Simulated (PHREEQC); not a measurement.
Consider water at 25 °C with 0.19 mol/kgw NiSO4, 0.00036 mol/kgw CaCl2 and 0.00012 mol/kgw NaCl. Closed to the air; pH follows from the charge balance.

The numbers come from PHREEQC with the ion-association model, wateq4f.dat.

This is a speciation only: nothing precipitates in the calculation.

Problem. Predict the pH.

Solution. pH 5.97.

Problem. In which forms is Cl present?

Solution. Cl- 94 %, NiCl+ 5.6 % of the Cl.

Species that the database lacks are ignored.
